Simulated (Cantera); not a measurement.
Mixture: CO : H2 : CH4 : O2 : N2 = 1 : 0.39 : 0.49 : 3.22 : 12.1 (molar parts), at 1.00 bar, adiabatic and at constant pressure. Ignition delay is the time to a rise of 400 K.

Detailed kinetics in Cantera: GRI-Mech 3.0 (53 species, 325 reactions).

**Question.** Predict: delay at 1025 K; delay at 1100 K; delay at 1175 K; delay at 1250 K; delay at 1325 K; delay at 1400 K; delay at 1475 K; apparent activation energy between 1325 and 1475 K.

**Answer.** 
```json
{
 "delay at 1025 K": "4.16 ms",
 "delay at 1100 K": "1.65 ms",
 "delay at 1175 K": "0.798 ms",
 "delay at 1250 K": "0.436 ms",
 "delay at 1325 K": "0.262 ms",
 "delay at 1400 K": "0.172 ms",
 "delay at 1475 K": "0.120 ms",
 "apparent activation energy between 1325 and 1475 K": "85 kJ/mol"
}
```
